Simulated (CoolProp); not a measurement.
Values from CoolProp's reference Helmholtz-energy equation of state, Setzmann 1991.

Q: Give the vapour pressure (MPa), liquid cp (kJ/(kg K)), vapour viscosity (µPa s), liquid conductivity (mW/(m K)) of saturated methane at 134.7, 145.2, 176.5 K.

A: 
```
T (K)  p (MPa)  liquid cp (kJ/(kg K))  vapour viscosity (µPa s)  liquid conductivity (mW/(m K))
-----  -------  ---------------------  ------------------------  ------------------------------
134.7    0.482                   3.72                      5.18                             151
145.2    0.831                   3.92                      5.65                             136
176.5     2.92                   6.22                      8.09                            90.9
```

Viscosity comes from a separate model (Quiñones-Cisneros 2006). Thermal conductivity comes from a separate model (Friend 1989).
